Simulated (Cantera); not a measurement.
# Formation from one mole of O2

Standard-state values (1 bar) from the NASA 1993 polynomials, evaluated with Cantera. Values are per mole of reaction as written; species without (g) are pure solids or liquids, kept so even where they would boil at 1 bar.

1.143 Ti + O2(g) → 0.2857 Ti4O7

```tsv
T (K)	ΔH° (kJ)	ΔS° (J/K)	ΔG° (kJ)	log10 K
300	-972.7	-183.5	-917.7	159.78
923	-965.7	-171.9	-807.1	45.67
948	-965.4	-171.5	-802.8	44.23
973	-965.1	-171.2	-798.5	42.87
998	-964.8	-170.9	-794.2	41.57
1023	-964.5	-170.6	-790.0	40.34
1048	-964.2	-170.3	-785.7	39.16
1073	-964.0	-170.1	-781.5	38.04
1098	-963.8	-170.0	-777.2	36.97
1123	-963.7	-169.9	-773.0	35.95
```

4 Cu + O2(g) → 2 Cu2O

```csv
T (K),ΔH° (kJ),ΔS° (J/K),ΔG° (kJ),log10 K
300,-341.4,-153.0,-295.5,51.45
923,-336.4,-145.4,-202.2,11.44
948,-336.1,-145.0,-198.6,10.94
973,-335.7,-144.7,-195.0,10.47
998,-335.4,-144.4,-191.3,10.01
1023,-335.1,-144.0,-187.7,9.59
1048,-334.8,-143.7,-184.1,9.18
1073,-334.4,-143.4,-180.5,8.79
1098,-334.1,-143.1,-177.0,8.42
1123,-333.8,-142.8,-173.4,8.06
```

V + O2(g) → VO2(g)

| T (K) | ΔH° (kJ) | ΔS° (J/K) | ΔG° (kJ) | log10 K |
|---|---|---|---|---|
| 300 | -232.7 | 31.1 | -242.0 | 42.13 |
| 923 | -237.7 | 21.8 | -257.8 | 14.59 |
| 948 | -237.9 | 21.6 | -258.4 | 14.24 |
| 973 | -238.1 | 21.3 | -258.9 | 13.90 |
| 998 | -238.4 | 21.1 | -259.5 | 13.58 |
| 1023 | -238.6 | 20.9 | -260.0 | 13.27 |
| 1048 | -238.8 | 20.7 | -260.5 | 12.98 |
| 1073 | -239.1 | 20.4 | -261.0 | 12.71 |
| 1098 | -239.3 | 20.2 | -261.5 | 12.44 |
| 1123 | -239.6 | 20.0 | -262.0 | 12.19 |
